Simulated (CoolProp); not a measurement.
Vapour-liquid equilibrium of dimethyl ether (1) + R236FA (2) at 0.00464 MPa; x and y are mole fractions of (1).

The numbers come from the multi-fluid Helmholtz-energy mixture model, Wu 2011 and Pan 2012; pair parameters Bell 2016 in CoolProp.

| x | bubble temperature (K) | y at the bubble point | dew temperature at overall composition x (K) | liquid density (mol/L) |
|---|---|---|---|---|
| 0.05 | 215.6 | 0.075 | 215.7 | 10.82 |
| 0.2 | 214.0 | 0.331 | 214.9 | 11.58 |
| 0.35 | 211.1 | 0.600 | 213.8 | 12.45 |
| 0.5 | 207.1 | 0.811 | 212.3 | 13.43 |
| 0.65 | 202.6 | 0.930 | 210.3 | 14.51 |
| 0.8 | 198.6 | 0.981 | 207.4 | 15.71 |
| 0.95 | 195.7 | 0.998 | 201.4 | 17.01 |

No azeotrope shows between x = 0.05 and 0.95.

Pair parameters are fitted to limited data, so mixtures are less certain than the pure fluids.
